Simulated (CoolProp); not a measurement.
Saturation properties of n-heptane.

Model: reference Helmholtz-energy equation of state, Span 2003, in CoolProp. It is a short technical equation, of lower accuracy than the large ones.

```tsv
T (°C)	p (MPa)	liquid density (kg/m³)	enthalpy of vaporisation (kJ/kg)	liquid cp (kJ/(kg K))	vapour Z	liquid conductivity (mW/(m K))
136.85	0.2776	575.5	286.7	2.754	0.8935	91.4
148.75	0.3634	562.5	276.2	2.821	0.8716	88.5
160.65	0.4680	548.8	265.0	2.891	0.8469	85.6
172.55	0.5938	534.2	252.8	2.968	0.8190	82.8
184.45	0.7437	518.6	239.6	3.053	0.7875	80.1
196.35	0.9204	501.7	225.0	3.151	0.7518	77.4
208.25	1.127	482.9	208.6	3.271	0.7111	74.6
220.15	1.367	461.7	189.8	3.429	0.6641	71.9
```

It boils at 98.4 °C under 1 atm.

Thermal conductivity comes from a separate model (Assael 2013).
